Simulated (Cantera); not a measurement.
A perfectly stirred reactor is fed with NO : N2 = 1 : 0.18 (molar parts), at 19.5 Torr; it is held at 1925 K, and followed from long to short residence time.

Detailed kinetics in Cantera: GRI-Mech 3.0 (53 species, 325 reactions). Radical loss at walls, strong at low pressure, is not modelled.

Task: Predict: x(NO) at τ = 9.90 s; x(O2) at τ = 9.90 s; x(N2O) at τ = 9.90 s; x(NO2) at τ = 9.90 s; x(O) at τ = 9.90 s; x(NO) at τ = 53.0 ms; x(O2) at τ = 53.0 ms; x(N2O) at τ = 53.0 ms; x(NO2) at τ = 53.0 ms; x(O) at τ = 53.0 ms.

Result: 
- x(NO) at τ = 9.90 s: 0.512
- x(O2) at τ = 9.90 s: 0.167
- x(N2O) at τ = 9.90 s: 7.17e-5
- x(NO2) at τ = 9.90 s: 0.000140
- x(O) at τ = 9.90 s: 0.000992
- x(NO) at τ = 53.0 ms: 0.846
- x(O2) at τ = 53.0 ms: 0.000698
- x(N2O) at τ = 53.0 ms: 0.000192
- x(NO2) at τ = 53.0 ms: 3.74e-5
- x(O) at τ = 53.0 ms: 0.000273
